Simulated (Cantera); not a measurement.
Cantera run:

```python
import numpy as np
import cantera as ct

gas_names = """
    Cu CuO Cu2 H HO2 H2 H2O H2O2 O OH O2 O3
""".split()
cond_names = """
    Cu(cr) Cu(L) CuO(s) CuO2H2(s) Cu2O(s) Cu2O(L) H2O(s) H2O(L)
""".split()


# ... load() reads the species with a 1 bar reference pressure and builds the phases ...
atoms = {
    'Cu2O': {'Cu': 2, 'O': 1},
    'H2': {'H': 2},
}
top_T = {'CuO(s)': 1390}  # K; cautious upper limits of use, not melting points


# ... equilibrate(T, P, feed) seeds the gas with the atoms and calls Mixture.equilibrate('TP', solver="vcs", rtol=1e-11, max_steps=5000) ...
results = []
feed = {'Cu2O': 1, 'H2': 38}  # mol
for P in [10, 32, 100, 320, 1000, 3200, 10000, 32000, 100000, 320000, 1000000]:
    for T in [1175, 1275, 1375, 1475, 1575, 1675, 1775, 1875, 1975]:
        mix = equilibrate(T, P, feed)
        results.append((T, P, feed, dict(zip(mix.species_names, mix.species_moles))))

for T, P, feed, n in results:
    print(f"{T:7g} {P:10.4g}  " + (" + ".join(c for c in cond_names if n.get(c, 0) > 1e-12) or "gas only"))
```

It prints:

```
   1175         10  Cu(cr)
   1275         10  Cu(cr)
   1375         10  Cu(L)
   1475         10  gas only
   1575         10  gas only
   1675         10  gas only
   1775         10  gas only
   1875         10  gas only
   1975         10  gas only
   1175         32  Cu(cr)
   1275         32  Cu(cr)
   1375         32  Cu(L)
   1475         32  Cu(L)
   1575         32  gas only
   1675         32  gas only
   1775         32  gas only
   1875         32  gas only
   1975         32  gas only
   1175        100  Cu(cr)
   1275        100  Cu(cr)
   1375        100  Cu(L)
   1475        100  Cu(L)
   1575        100  Cu(L)
   1675        100  gas only
   1775        100  gas only
   1875        100  gas only
   1975        100  gas only
   1175        320  Cu(cr)
   1275        320  Cu(cr)
   1375        320  Cu(L)
   1475        320  Cu(L)
   1575        320  Cu(L)
   1675        320  Cu(L)
   1775        320  gas only
   1875        320  gas only
   1975        320  gas only
   1175       1000  Cu(cr)
   1275       1000  Cu(cr)
   1375       1000  Cu(L)
   1475       1000  Cu(L)
   1575       1000  Cu(L)
   1675       1000  Cu(L)
   1775       1000  Cu(L)
   1875       1000  gas only
   1975       1000  gas only
   1175       3200  Cu(cr)
   1275       3200  Cu(cr)
   1375       3200  Cu(L)
   1475       3200  Cu(L)
   1575       3200  Cu(L)
   1675       3200  Cu(L)
   1775       3200  Cu(L)
   1875       3200  Cu(L)
   1975       3200  gas only
   1175      1e+04  Cu(cr)
   1275      1e+04  Cu(cr)
   1375      1e+04  Cu(L)
   1475      1e+04  Cu(L)
   1575      1e+04  Cu(L)
   1675      1e+04  Cu(L)
   1775      1e+04  Cu(L)
   1875      1e+04  Cu(L)
   1975      1e+04  Cu(L)
   1175    3.2e+04  Cu(cr)
   1275    3.2e+04  Cu(cr)
   1375    3.2e+04  Cu(L)
   1475    3.2e+04  Cu(L)
   1575    3.2e+04  Cu(L)
   1675    3.2e+04  Cu(L)
   1775    3.2e+04  Cu(L)
   1875    3.2e+04  Cu(L)
   1975    3.2e+04  Cu(L)
   1175      1e+05  Cu(cr)
   1275      1e+05  Cu(cr)
   1375      1e+05  Cu(L)
   1475      1e+05  Cu(L)
   1575      1e+05  Cu(L)
   1675      1e+05  Cu(L)
   1775      1e+05  Cu(L)
   1875      1e+05  Cu(L)
   1975      1e+05  Cu(L)
   1175    3.2e+05  Cu(cr)
   1275    3.2e+05  Cu(cr)
   1375    3.2e+05  Cu(L)
   1475    3.2e+05  Cu(L)
   1575    3.2e+05  Cu(L)
   1675    3.2e+05  Cu(L)
   1775    3.2e+05  Cu(L)
   1875    3.2e+05  Cu(L)
   1975    3.2e+05  Cu(L)
   1175      1e+06  Cu(cr)
   1275      1e+06  Cu(cr)
   1375      1e+06  Cu(L)
   1475      1e+06  Cu(L)
   1575      1e+06  Cu(L)
   1675      1e+06  Cu(L)
   1775      1e+06  Cu(L)
   1875      1e+06  Cu(L)
   1975      1e+06  Cu(L)
```

These are equilibrium values from Cantera (NASA tables, ideal gas, pure condensed phases), not measurements of a reactor.
